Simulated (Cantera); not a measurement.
What does this Cantera script print?

```python
import numpy as np
import cantera as ct

gas_names = """
    H HNO HNO2 HNO3 HO2 H2 H2O H2O2 N NH NH2 NH3 NH2OH NO NO2 NO3 N2 N2H2 N2H4 N2O O OH O2 O3 Si SiH
    SiH2 SiH3 SiH4 SiN SiO SiO2 Si2 Si2N Si3
""".split()
cond_names = """
    H2O(s) H2O(L) Si(cr) Si(L) SiO2(Lqz) SiO2(hqz) SiO2(L) Si2N2O(s) Si3N4(a)
""".split()


# ... load() reads the species with a 1 bar reference pressure and builds the phases ...
atoms = {
    'SiH4': {'Si': 1, 'H': 4},
    'O2': {'O': 2},
    'N2': {'N': 2},
}
top_T = {'Si2N2O(s)': 2100, 'Si3N4(a)': 2400}  # K; cautious upper limits of use, not melting points


# ... equilibrate(T, P, feed) seeds the gas with the atoms and calls Mixture.equilibrate('TP', solver="vcs", rtol=1e-11, max_steps=5000) ...
results = []
feed = {'SiH4': 1, 'O2': 0.066, 'N2': 64}  # mol
T = 675  # K
P = 120  # Pa
mix = equilibrate(T, P, feed)
results.append((T, P, feed, dict(zip(mix.species_names, mix.species_moles))))
print(gas.report(threshold=1e-05))
for i in range(1, mix.n_phases):
    print(f"{mix.phase(i).name:16s} {mix.phase_moles(i):12.5e} mol")
```

Output:

```
       temperature   675 K
          pressure   120 Pa
           density   0.00058198 kg/m^3
  mean mol. weight   27.219 kg/kmol
   phase of matter   gas

                          1 kg             1 kmol
                     ---------------   ---------------
          enthalpy        4.1026e+05        1.1167e+07  J
   internal energy        2.0407e+05        5.5545e+06  J
           entropy            9954.2        2.7094e+05  J/K
    Gibbs function       -6.3088e+06       -1.7172e+08  J
 heat capacity c_p            1121.2             30516  J/K
 heat capacity c_v            815.68             22202  J/K

                      mass frac. Y      mole frac. X     chem. pot. / RT
                     ---------------   ---------------   ---------------
                H2         0.0022658          0.030592           -26.838
                N2           0.99773           0.96941           -30.715
     [  +33 minor]        5.1775e-08        8.2745e-08

Si(cr)            0.00000e+00 mol
SiO2(Lqz)         0.00000e+00 mol
Si2N2O(s)         1.32000e-01 mol
Si3N4(a)          2.45333e-01 mol
```

Method: chemical equilibrium by Gibbs-energy minimisation in Cantera with the NASA 1993 tables (ideal gas, pure condensed phases). N2 is the only nitrogen source here; it is nearly inert below about 1500 K, so the nitride shown seldom forms there in practice.
